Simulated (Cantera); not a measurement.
Input (Python, Cantera) and output of one run.

```python
import numpy as np
import cantera as ct

gas_names = [...]  # 87 gases of nasa_gas.yaml made of C, H, Si
cond_names = """
    C(gr) C6H6(L) C7H8(L) C8H18(L),n-octa Si(cr) Si(L) SiC(b)
""".split()


# ... load() reads the species with a 1 bar reference pressure and builds the phases ...
atoms = {
    'Si(CH3)4': {'Si': 1, 'C': 4, 'H': 12},
    'C3H8': {'C': 3, 'H': 8},
    'H2': {'H': 2},
}
top_T = {'C(gr)': 4500, 'SiC(b)': 3050}  # K; cautious upper limits of use, not melting points


# ... equilibrate(T, P, feed) seeds the gas with the atoms and calls Mixture.equilibrate('TP', solver="vcs", rtol=1e-11, max_steps=5000) ...
results = []
feed = {'Si(CH3)4': 1, 'C3H8': 0.0061, 'H2': 27}  # mol
T = 1198.15  # K
P = 630  # Pa
mix = equilibrate(T, P, feed)
results.append((T, P, feed, dict(zip(mix.species_names, mix.species_moles))))
print(gas.report(threshold=1e-06))
for i in range(1, mix.n_phases):
    print(f"{mix.phase(i).name:16s} {mix.phase_moles(i):12.5e} mol")
```

Output:

```
       temperature   1198.2 K
          pressure   630 Pa
           density   0.00012758 kg/m^3
  mean mol. weight   2.0174 kg/kmol
   phase of matter   gas

                          1 kg             1 kmol
                     ---------------   ---------------
          enthalpy         1.326e+07        2.6751e+07  J
   internal energy        8.3221e+06        1.6789e+07  J
           entropy        1.0604e+05        2.1392e+05  J/K
    Gibbs function       -1.1379e+08       -2.2956e+08  J
 heat capacity c_p             15409             31086  J/K
 heat capacity c_v             11287             22772  J/K

                      mass frac. Y      mole frac. X     chem. pot. / RT
                     ---------------   ---------------   ---------------
               CH4        0.00080239         0.0001009           -47.879
                 H           1.2e-06        2.4017e-06            -11.52
                H2           0.99919            0.9999           -23.041
     [  +84 minor]         1.424e-06        1.1167e-07

C(gr)             3.01496e+00 mol
Si(cr)            0.00000e+00 mol
SiC(b)            1.00000e+00 mol
```

These are equilibrium values from Cantera (NASA tables, ideal gas, pure condensed phases), not measurements of a reactor.
